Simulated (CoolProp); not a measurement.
Computed with CoolProp (reference Helmholtz-energy equation of state, Zhou 2011).

Q: Give the vapour pressure (kPa), liquid density (kg/m³), vapour Z of saturated dimethyl carbonate at 400.3, 434 K.

A: 
| T (K) | p (kPa) | liquid density (kg/m³) | vapour Z |
|---|---|---|---|
| 400.3 | 290 | 919 | 0.938 |
| 434 | 633 | 865 | 0.890 |
